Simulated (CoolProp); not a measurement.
n-pentane along the isotherm 233.25 °C: Z from the reference equation and from simpler models built on Tc = 196.5 °C, pc = 3.368 MPa, ω = 0.251; each cubic takes its own stable root.

The numbers come from the reference Helmholtz-energy equation of state, Thol 2019 in CoolProp.

| p (MPa) | phase | reference |
|---|---|---|
| 0.016 | gas | 0.9987 |
| 0.0249 | gas | 0.9980 |
| 0.0387 | gas | 0.9969 |
| 0.0603 | gas | 0.9952 |
| 0.0939 | gas | 0.9926 |
| 0.146 | gas | 0.9884 |
| 0.228 | gas | 0.9819 |
| 0.354 | gas | 0.9717 |
| 0.552 | gas | 0.9555 |
| 0.859 | gas | 0.9296 |
| 1.34 | gas | 0.8874 |
| 2.08 | gas | 0.8173 |
| 3.24 | gas | 0.6890 |
| 5.05 | supercritical | 0.4220 |

Problem. How far does each simpler model (van der Waals, Redlich-Kwong, Soave-Redlich-Kwong, Peng-Robinson) lie from the reference over these 14 states: mean and median of the absolute difference, and the worst?

Solution. 
- van der Waals: mean 0.5 %, median 0.2 %, worst -3.2 % at 233.25 °C and 5.05 MPa
- Redlich-Kwong: mean 0.3 %, median 0.1 %, worst -1.7 % at 233.25 °C and 3.24 MPa
- Soave-Redlich-Kwong: mean 1.0 %, median 0.0 %, worst +12.2 % at 233.25 °C and 5.05 MPa
- Peng-Robinson: mean 1.0 %, median 0.3 %, worst +5.4 % at 233.25 °C and 5.05 MPa
